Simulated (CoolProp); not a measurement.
A single-stage vapour-compression cycle with the fluid: evaporating at 197.15 K (dew point), condensing at 236.15 K (bubble point), superheat 5 K, subcooling 5 K, compressor efficiency 0.85, no pressure losses. The same conditions are run with several fluids, on thermodynamics alone (safety and materials aside).

Model: reference Helmholtz-energy equation of state of each fluid (R22: Kamei 1995; R125: Lemmon 2005; propylene: Lemmon 2013; C3F8 (R218): Lemmon 2006; chlorine: Thol 2021; carbonyl sulfide: Lemmon 2006), in CoolProp.

```
fluid             cooling COP  pressure ratio  discharge temperature (K)  refrigerating effect (kJ/kg)  volumetric capacity (kJ/m³)
----------------  -----------  --------------  -------------------------  ----------------------------  ---------------------------
R22                      3.71            8.78                      303.9                           221                          157
R125                     3.77            8.32                      261.8                           144                          213
propylene                3.78               ?                      284.0                           401                          229
C3F8 (R218)              3.69            8.97                      241.7                          89.8                          114
chlorine                 3.48            8.76                      372.4                           280                          120
carbonyl sulfide            ?            7.02                          ?                           289                          267
```

Problem. Complete the blanks.

Solution. 
- propylene, pressure ratio: 7.12
- carbonyl sulfide, cooling COP: 3.65
- carbonyl sulfide, discharge temperature (K): 324.5
